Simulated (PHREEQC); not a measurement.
Hard or scaling water (model solution)

A solution holds 0.11 mol/kgw BaCl2, 0.0061 mol/kgw CO2 and 0.016 mol/kgw NaCl, at 25 °C. Closed to the air; pH follows from the charge balance.

Computed with PHREEQC (ion-association model, wateq4f.dat).

Each row changes one thing in this solution. No solid was allowed to form.

| case | pH | ionic strength (mol/kgw) | HCO3- (mol/kgw) | NaHCO3 (mol/kgw) | CO3-2 (mol/kgw) | SI of Halite (NaCl) | SI of Nahcolite (NaHCO3) |
|---|---|---|---|---|---|---|---|
| as made | 4.20 | 0.346 | 6.43e-5 | 2.74e-7 | 1.32e-10 | -4.32 | -5.73 |
| temperature from 25 to 30 °C | 4.18 | 0.346 | 6.52e-5 | 2.76e-7 | 1.42e-10 | ? | -5.77 |
| CO2 from 0.0061 to 0.00671 mol/kgw | 4.18 | 0.346 | 6.75e-5 | 2.88e-7 | 1.32e-10 | -4.32 | -5.71 |
| NaCl from 0.016 to 0.08 mol/kgw | 4.20 | 0.410 | 6.55e-5 | 1.35e-6 | 1.39e-10 | -3.53 | -5.03 |
| BaCl2 from 0.11 to 0.165 mol/kgw | 4.18 | ? | 6.54e-5 | 2.56e-7 | 1.41e-10 | -4.18 | -5.74 |
| BaCl2 replaced by SrCl2 at the same molality | 4.17 | 0.346 | 5.93e-5 | 2.53e-7 | 1.13e-10 | -4.32 | -5.76 |
| BaCl2 from 0.11 to 0.22 mol/kgw | 4.16 | 0.676 | 6.64e-5 | 2.44e-7 | 1.47e-10 | -4.08 | ? |
| BaCl2 replaced by CuCl2 at the same molality | 3.68 | ? | 1.84e-5 | 8.01e-8 | 1.11e-11 | -4.35 | -6.27 |

Task: Fill in the missing entries.

Result: 
- temperature from 25 to 30 °C, SI of Halite (NaCl): -4.34
- BaCl2 from 0.11 to 0.165 mol/kgw, ionic strength (mol/kgw): 0.511
- BaCl2 from 0.11 to 0.22 mol/kgw, SI of Nahcolite (NaHCO3): -5.75
- BaCl2 replaced by CuCl2 at the same molality, ionic strength (mol/kgw): 0.312

Species that the database lacks are ignored.
